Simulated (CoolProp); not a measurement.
Vapour-liquid equilibrium of R125 (1) + propane (2) at -54.15 °C; x and y are mole fractions of (1).

The numbers come from the multi-fluid Helmholtz-energy mixture model, Lemmon 2005 and Lemmon 2009; pair parameters Bell 2016 in CoolProp.

```csv
x,bubble pressure (bar),y at the bubble point,dew pressure at overall composition x (bar),liquid density (mol/L)
0.05,0.7602,0.270,0.6038,13.40
0.125,0.9238,0.429,0.6498,13.27
0.2,1.006,0.496,0.7028,13.16
0.275,1.045,0.529,(withheld),13.06
0.35,1.062,0.545,0.8360,12.97
0.425,1.068,0.554,0.9189,12.89
0.5,1.071,0.560,1.011,12.83
0.575,1.071,0.566,1.069,12.78
0.65,1.069,0.576,1.017,12.75
0.725,1.060,0.594,0.9518,12.74
0.8,1.036,0.627,0.8882,(withheld)
0.875,(withheld),0.690,0.8299,12.75
0.95,0.8713,0.821,0.7773,12.77
```

Task: Fill in the missing entries.

Result: 
- 0.275, dew pressure at overall composition x (bar): 0.7643
- 0.8, liquid density (mol/L): 12.73
- 0.875, bubble pressure (bar): 0.9822

y crosses x between x = 0.5 and 0.575: the model has an azeotrope there.

Pair parameters are fitted to limited data, so mixtures are less certain than the pure fluids. With so large a gap from Raoult's law the liquid may split in two, which this calculation doesn't test in full.
